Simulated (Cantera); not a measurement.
## Ignition delay

Mixture: CH4 : O2 : N2 : CO2 : H2O = 1 : 4.88 : 17.1 : 0.6 : 0.23 (molar parts), at 5.00 bar, adiabatic and at constant pressure. Ignition delay is the time to a rise of 400 K.

Computed with Cantera and GRI-Mech 3.0 (53 species, 325 reactions).

| T0 (K) | delay (ms) |
|---|---|
| 1273 | 2.62 |
| 1373 | 0.852 |
| 1473 | 0.313 |
| 1573 | 0.129 |
| 1673 | 0.0597 |
| 1773 | 0.0306 |
| 1873 | 0.0171 |
| 1973 | 0.0104 |
| 2073 | 0.00720 |

```json
{
  "apparent activation energy between 1873 and 2073 K": "140 kJ/mol"
}
```
